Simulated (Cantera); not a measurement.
A Cantera script and what it prints.

```python
import numpy as np
import cantera as ct

gas_names = """
    F F2 H HF H2 H2F2 H3F3 H4F4 H5F5 H6F6 H7F7 Mg MgF MgF2 MgH MgN Mg2 Mg2F4 N NF NF2 NF3 NH NH2 NH3 N2
    N2H2 N2H4
""".split()
cond_names = """
    Mg(cr) Mg(L) MgF2(s) MgF2(L)
""".split()


def load(file, names, dense=False):
    # The tables refer to 1 bar. Condensed volumes are neglected.
    table = {s.name: s for s in ct.Species.list_from_file(file)}
    out = []
    for n in names:
        d = dict(table[n].input_data)
        d["thermo"] = dict(d["thermo"], **{"reference-pressure": 1e5})
        if dense:
            d["equation-of-state"] = {"model": "constant-volume", "density": "1e6 g/cm^3"}
        out.append(ct.Species.from_dict(d))
    return out


gas = ct.Solution(thermo="ideal-gas", species=load("nasa_gas.yaml", gas_names))
cond = {s.name: ct.Solution(thermo="fixed-stoichiometry", species=[s], name=s.name)
        for s in load("nasa_condensed.yaml", cond_names, dense=True)}
atoms = {
    'MgF2': {'Mg': 1, 'F': 2},
    'HF': {'H': 1, 'F': 1},
    'N2': {'N': 2},
}
top_T = {}  # K; cautious upper limits of use, not melting points


def equilibrate(T, P, feed):
    n = {}
    for name, mol in feed.items():
        for a, k in atoms[name].items():
            n[a] = n.get(a, 0.0) + k * mol
    gas.TPX = T, P, n
    mass = sum(n.values()) * gas.mean_molecular_weight
    gas.equilibrate("TP")
    valid = [c for c in cond.values() if c.min_temp <= T <= top_T.get(c.name, c.max_temp)]
    mix = ct.Mixture([(gas, mass / gas.mean_molecular_weight)] + [(c, 0.0) for c in valid])
    mix.T, mix.P = T, P
    mix.equilibrate("TP", solver="vcs", rtol=1e-11, max_steps=5000)
    return mix


results = []
feed = {'MgF2': 1, 'HF': 0.018, 'N2': 0.95}  # mol
for P in [0.1, 0.56, 3.2, 18, 100, 560, 3200, 18000, 100000]:
    for T in [1073, 1173, 1273, 1373, 1473, 1573, 1673, 1773, 1873, 1973, 2073, 2173]:
        mix = equilibrate(T, P, feed)
        results.append((T, P, feed, dict(zip(mix.species_names, mix.species_moles))))

for T, P, feed, n in results:
    print(f"{T:7g} {P:10.4g}  " + (" + ".join(c for c in cond_names if n.get(c, 0) > 1e-12) or "gas only"))
```

Result:

```
   1073        0.1  MgF2(s)
   1173        0.1  MgF2(s)
   1273        0.1  MgF2(s)
   1373        0.1  gas only
   1473        0.1  gas only
   1573        0.1  gas only
   1673        0.1  gas only
   1773        0.1  gas only
   1873        0.1  gas only
   1973        0.1  gas only
   2073        0.1  gas only
   2173        0.1  gas only
   1073       0.56  MgF2(s)
   1173       0.56  MgF2(s)
   1273       0.56  MgF2(s)
   1373       0.56  gas only
   1473       0.56  gas only
   1573       0.56  gas only
   1673       0.56  gas only
   1773       0.56  gas only
   1873       0.56  gas only
   1973       0.56  gas only
   2073       0.56  gas only
   2173       0.56  gas only
   1073        3.2  MgF2(s)
   1173        3.2  MgF2(s)
   1273        3.2  MgF2(s)
   1373        3.2  MgF2(s)
   1473        3.2  gas only
   1573        3.2  gas only
   1673        3.2  gas only
   1773        3.2  gas only
   1873        3.2  gas only
   1973        3.2  gas only
   2073        3.2  gas only
   2173        3.2  gas only
   1073         18  MgF2(s)
   1173         18  MgF2(s)
   1273         18  MgF2(s)
   1373         18  MgF2(s)
   1473         18  MgF2(s)
   1573         18  gas only
   1673         18  gas only
   1773         18  gas only
   1873         18  gas only
   1973         18  gas only
   2073         18  gas only
   2173         18  gas only
   1073        100  MgF2(s)
   1173        100  MgF2(s)
   1273        100  MgF2(s)
   1373        100  MgF2(s)
   1473        100  MgF2(s)
   1573        100  MgF2(L)
   1673        100  gas only
   1773        100  gas only
   1873        100  gas only
   1973        100  gas only
   2073        100  gas only
   2173        100  gas only
   1073        560  MgF2(s)
   1173        560  MgF2(s)
   1273        560  MgF2(s)
   1373        560  MgF2(s)
   1473        560  MgF2(s)
   1573        560  MgF2(L)
   1673        560  MgF2(L)
   1773        560  MgF2(L)
   1873        560  gas only
   1973        560  gas only
   2073        560  gas only
   2173        560  gas only
   1073       3200  MgF2(s)
   1173       3200  MgF2(s)
   1273       3200  MgF2(s)
   1373       3200  MgF2(s)
   1473       3200  MgF2(s)
   1573       3200  MgF2(L)
   1673       3200  MgF2(L)
   1773       3200  MgF2(L)
   1873       3200  MgF2(L)
   1973       3200  gas only
   2073       3200  gas only
   2173       3200  gas only
   1073    1.8e+04  MgF2(s)
   1173    1.8e+04  MgF2(s)
   1273    1.8e+04  MgF2(s)
   1373    1.8e+04  MgF2(s)
   1473    1.8e+04  MgF2(s)
   1573    1.8e+04  MgF2(L)
   1673    1.8e+04  MgF2(L)
   1773    1.8e+04  MgF2(L)
   1873    1.8e+04  MgF2(L)
   1973    1.8e+04  MgF2(L)
   2073    1.8e+04  MgF2(L)
   2173    1.8e+04  gas only
   1073      1e+05  MgF2(s)
   1173      1e+05  MgF2(s)
   1273      1e+05  MgF2(s)
   1373      1e+05  MgF2(s)
   1473      1e+05  MgF2(s)
   1573      1e+05  MgF2(L)
   1673      1e+05  MgF2(L)
   1773      1e+05  MgF2(L)
   1873      1e+05  MgF2(L)
   1973      1e+05  MgF2(L)
   2073      1e+05  MgF2(L)
   2173      1e+05  MgF2(L)
```

Method: chemical equilibrium by Gibbs-energy minimisation in Cantera with the NASA 1993 tables (ideal gas, pure condensed phases).
